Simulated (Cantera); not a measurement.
A perfectly stirred reactor is fed with 0.168 % H2, 99.8 % O2, equivalence ratio 0.00084, at 3400 Pa; it is held at 1148 K, and followed from long to short residence time.

Detailed kinetics in Cantera: the H2/O2 subset of GRI-Mech 3.0, which has no nitrogen chemistry. Radical loss at walls, strong at low pressure, is not modelled.

x: mole fraction; the columns are a selection and need not sum to one.

| τ (s) | x H2 | x O2 | x H2O | x OH | x H2O2 | x O |
|---|---|---|---|---|---|---|
| 4.6 | 8.16e-6 | 0.998 | 0.00166 | 3.60e-5 | 4.68e-9 | 0.000121 |
| 1.6 | (withheld) | 0.998 | 0.00164 | (withheld) | (withheld) | (withheld) |
| 0.56 | (withheld) | 0.998 | 0.00162 | (withheld) | (withheld) | (withheld) |
| 0.19 | 5.00e-5 | 0.998 | 0.00158 | 0.000106 | 1.30e-8 | 0.000614 |
| 0.066 | 0.000100 | 0.997 | 0.00150 | 0.000152 | 1.93e-8 | 0.000837 |
| 0.023 | 0.000212 | 0.997 | 0.00136 | 0.000210 | 2.98e-8 | 0.000965 |
| 0.0080 | 0.000463 | 0.997 | 0.00108 | 0.000264 | 4.25e-8 | 0.000893 |
| 0.0028 | 0.000996 | 0.998 | 0.000566 | 0.000230 | 3.60e-8 | 0.000515 |

Problem. Complete the blanks.

Solution. 
- 1.6, x H2: 1.45e-5
- 1.6, x OH: 5.16e-5
- 1.6, x H2O2: 6.63e-9
- 1.6, x O: 0.000224
- 0.56, x H2: 2.62e-5
- 0.56, x OH: 7.38e-5
- 0.56, x H2O2: 9.15e-9
- 0.56, x O: 0.000388
